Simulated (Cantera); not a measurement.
A freely propagating, adiabatic, planar premixed flame of CH4 : CO : O2 : N2 = 1 : 1.2 : 2.6 : 10.1 (molar parts), equivalence ratio 1.0, unburnt at 600 K and 0.610 bar; mixture-averaged transport, grid criteria slope 0.08 and curve 0.16, no radiation.

Computed with Cantera and GRI-Mech 3.0 (53 species, 325 reactions). Burning velocities carry a grid error of a few per cent, more on coarse grids.

How do the results move with these cheaper or finer settings: unity-Lewis-number transport; multicomponent transport; multicomponent+Soret transport; grid criteria slope 0.5, curve 1; grid criteria slope 0.25, curve 0.5; grid criteria slope 0.03, curve 0.06?


```json
[
 {"setting": "as above", "laminar burning velocity": "172 cm/s", "thermal thickness": "0.504 mm", "peak x(OH)": "0.0102", "peak x(C2H6)": "0.000468", "grid points": "165"},
 {"setting": "unity-Lewis-number transport", "laminar burning velocity": "117 cm/s", "thermal thickness": "0.568 mm", "peak x(OH)": "0.0103", "peak x(C2H6)": "0.000398", "grid points": "154"},
 {"setting": "multicomponent transport", "laminar burning velocity": "171 cm/s", "thermal thickness": "0.510 mm", "peak x(OH)": "0.0102", "peak x(C2H6)": "0.000478", "grid points": "165"},
 {"setting": "multicomponent+Soret transport", "laminar burning velocity": "169 cm/s", "thermal thickness": "0.509 mm", "peak x(OH)": "0.0102", "peak x(C2H6)": "0.000460", "grid points": "165"},
 {"setting": "grid criteria slope 0.5, curve 1", "laminar burning velocity": "187 cm/s", "thermal thickness": "0.573 mm", "peak x(OH)": "0.0105", "peak x(C2H6)": "0.000504", "grid points": "46"},
 {"setting": "grid criteria slope 0.25, curve 0.5", "laminar burning velocity": "177 cm/s", "thermal thickness": "0.530 mm", "peak x(OH)": "0.0103", "peak x(C2H6)": "0.000477", "grid points": "70"},
 {"setting": "grid criteria slope 0.03, curve 0.06", "laminar burning velocity": "169 cm/s", "thermal thickness": "0.499 mm", "peak x(OH)": "0.0101", "peak x(C2H6)": "0.000468", "grid points": "363"}
]
```
The base run took about 23 core-seconds (a rough figure).
Unity Lewis numbers drop preferential diffusion, which matters most where H2 and H carry the flame; Soret adds thermal diffusion.
